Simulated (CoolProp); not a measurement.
The fluid at 293.15 K and 2.61 MPa flows at 4.4 m/s in a round tube of 6 mm bore and 45 µm roughness, fully developed (64/Re and Nu = 3.66 if laminar; Colebrook and Gnielinski if turbulent). The same conditions are run with several fluids, on thermodynamics alone (safety and materials aside).

Values from CoolProp's reference Helmholtz-energy equation of state of each fluid (dry air: Lemmon 2000; CF4 (R14): Platzer 1990; oxygen: Schmidt 1985; nitrogen: Span 2000; methane: Setzmann 1991). The equations of Platzer and Polt are older, rougher fits. Blends and air are pseudo-pure fits.

```
fluid      Reynolds number  Darcy friction factor  pressure drop (Pa/m)  heat-transfer coefficient (W/(m² K))  mass flow (kg/h)
---------  ---------------  ---------------------  --------------------  ------------------------------------  ----------------
dry air              44300                 0.0360                   [?]                                   759              14.0
CF4 (R14)              [?]                    [?]                  5920                                  1680              47.0
oxygen               44200                 0.0361                  2030                                   770              15.6
nitrogen             44300                 0.0360                   [?]                                   [?]              13.5
methane                [?]                 0.0361                  1050                                   965              8.08
```

### Question
What belongs in the gaps?

### Answer

- dry air, pressure drop (Pa/m): 1820
- CF4 (R14), Reynolds number: 148000
- CF4 (R14), Darcy friction factor: 0.0350
- nitrogen, pressure drop (Pa/m): 1750
- nitrogen, heat-transfer coefficient (W/(m² K)): 753
- methane, Reynolds number: 41600

Transport values come from each fluid's own correlations; those of CF4 (R14) are estimates that may be off by 10 % or more.
